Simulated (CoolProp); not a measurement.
Vapour pressure (bar) of nitrous oxide: the reference equation beside estimates from Tc = 36.4 °C, pc = 72.45 bar, ω = 0.161. Clausius-Clapeyron is anchored at -47.05 °C with a constant enthalpy of vaporisation of 14.16 kJ/mol.

Model: reference Helmholtz-energy equation of state, Lemmon 2006, in CoolProp. It is a short technical equation, of lower accuracy than the large ones.

```tsv
T (°C)	reference	Lee-Kesler	Clausius-Clapeyron	van der Waals
-47.05	7.252	7.271	7.252	17.99
-43.35	8.322	8.344	8.187	19.48
-39.65	9.505	9.530	9.207	21.05
-36.05	10.77	10.80	10.28	22.65
-32.35	12.20	12.23	11.48	24.38
-28.65	13.76	13.79	12.78	26.19
-24.95	15.46	15.49	14.18	28.08
-21.25	17.31	17.33	15.68	30.05
-17.65	19.26	19.28	17.25	32.06
```

Absolute difference from the reference over all 9 rows, mean and median: Lee-Kesler 0.2 and 0.2 %, Clausius-Clapeyron 5.6 and 5.9 %, van der Waals 102.9 and 99.8 %.
